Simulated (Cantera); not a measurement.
Charge: 1 mol Si, 3 mol HCl, 5.7 mol N2, 0.81 mol HF, at 730 Pa.

Equilibrium computed with Cantera from the NASA thermochemical tables; the gas is ideal and each condensed phase is pure. Candidate condensed phases: NH4Cl, Si, Si3N4; 49 gas species. N2 is the only nitrogen source here; it is nearly inert below about 1500 K, so the nitride shown seldom forms there in practice. Equilibrium is a limit: real reactors are often held back by kinetics, nucleation or transport.

Q: Which condensed phases are stable at each of these points (T (°C)): 602, 677, 752, 827, 902, 977, 1052, 1127, 1202, 1277, 1352, 1427?

A: 
```
T (°C)  condensed phases  Si condensed (%)
------  ----------------  ----------------
602             Si3N4(s)              53.1
677             Si3N4(s)              55.4
752             Si3N4(s)              57.2
827             Si3N4(s)              58.7
902             Si3N4(s)              59.6
977             Si3N4(s)              59.3
1052            Si3N4(s)              56.0
1127            Si3N4(s)              46.3
1202            Si3N4(s)              28.9
1277            Si3N4(s)               7.3
1352            gas only               0.0
1427            gas only               0.0
```

From 602 °C to 1277 °C the condensed part is Si3N4(s). From 1352 °C to 1427 °C nothing is condensed.
